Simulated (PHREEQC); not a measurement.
Solution (60 °C): 3.8 mmol/kgw HBr, 0.17 mmol/kgw ZnSO4 and 1.5 mmol/kgw MgCl2. Closed to the air; pH follows from the charge balance.

Computed with PHREEQC (ion-association model, phreeqc.dat).

No solid was allowed to form.

Problem. Order these S species by the share of S that they hold, largest first: MgSO4, HSO4-, ZnSO4, SO4-2.

Solution. SO4-2 (51 %), HSO4- (30 %), MgSO4 (18 %), ZnSO4 (1.1 %)

The pH is 2.47 and the ionic strength 0.00874 mol/kgw. Complexes and solids missing from the database can't appear. At this temperature some constants are extrapolated from 25 °C, and those without enthalpy data are left unchanged.
